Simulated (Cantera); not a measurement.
An adiabatic, constant-volume homogeneous reactor starts with C₃H₈ : O₂ : N₂ : H₂O = 1 : 2.94 : 11.1 : 0.95 (molar parts), equivalence ratio 1.7, at 1175 K and 1.00 bar.

Detailed kinetics in Cantera: GRI-Mech 3.0 (53 species, 325 reactions). GRI-Mech 3.0 was tuned for natural gas; its chemistry of propane as a main component is partial and can be far from experiment.

x: mole fraction; the columns are a selection and need not sum to one.

```
t (s)     T (K)  P (bar)      x C₃H₈      x O₂       x H₂O       x CH₂       x CO₂
--------  -----  -------  ----------  --------  ----------  ----------  ----------
1.00e-6    1175    1.000      0.0625     0.184      0.0594      <1e-12      <1e-12
2.51e-6    1175    1.000      0.0625     0.184      0.0594      <1e-12      <1e-12
6.31e-6    1175    1.000      0.0625     0.184      0.0594      <1e-12      <1e-12
1.58e-5    1175    1.000      0.0625     0.184      0.0594      <1e-12    4.16e-12
3.98e-5    1175    1.000      0.0625     0.184      0.0594      <1e-12    6.65e-11
0.000100   1175    1.000      0.0625     0.184      0.0594    8.96e-12     1.49e-9
0.000251   1175    1.000      0.0624     0.184      0.0594    4.40e-11     2.60e-8
0.000631   1175     1.00      0.0620     0.184      0.0595    5.32e-11  (withheld)
0.00158    1175     1.00      0.0611     0.183      0.0598    6.03e-11     4.57e-7
0.00398    1176     1.01      0.0583     0.182      0.0606    8.81e-11     1.68e-6
0.0100     1204     1.05  (withheld)     0.172  (withheld)  (withheld)  (withheld)
0.0251     2709     2.77      <1e-12  0.000265       0.160    2.71e-12      0.0326
0.0631     2709     2.77      <1e-12  0.000265       0.160    2.71e-12      0.0326
0.158      2709     2.77      <1e-12  0.000265       0.160    2.71e-12      0.0326
0.398      2709     2.77      <1e-12  0.000265       0.160    2.71e-12      0.0326
1.00       2709     2.77      <1e-12  0.000265       0.160    2.71e-12      0.0326
```

Task: Complete the blanks.

Result: 
- 0.000631, x CO₂: 1.37e-7
- 0.0100, x C₃H₈: 0.0436
- 0.0100, x H₂O: 0.0670
- 0.0100, x CH₂: 1.27e-9
- 0.0100, x CO₂: 3.42e-5
